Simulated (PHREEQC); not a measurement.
A solution holds 0.27 mol/kgw NH3, 0.0017 mol/kgw NaAlO2 and 0.012 mol/kgw (CH3)4NCl, at 89 °C. Closed to the air; pH follows from the charge balance.

The numbers come from PHREEQC with the ion-association model, phreeqc.dat.

```csv
quantity,before,after
ionic strength (mol/kgw),0.0162,0.00207
NH4+ (mol/kgw),0.00245,0.000700
```

Problem. What was changed between the two runs?
A. diluted 10-fold with water
B. NaAlO2 left out
C. (CH3)4NCl from 0.012 to 0.0012 mol/kgw
D. 0.0039 mol/kgw HCl added
E. (CH3)4NCl left out

Solution. A, diluted 10-fold with water

Precipitation was switched off in this run. (CH3)4N+ isn't in the database: it is added as a free cation with an ion size of 4 Å. Away from 25 °C the constants follow the database's enthalpies or fits; those with neither stay at their 25 °C values.
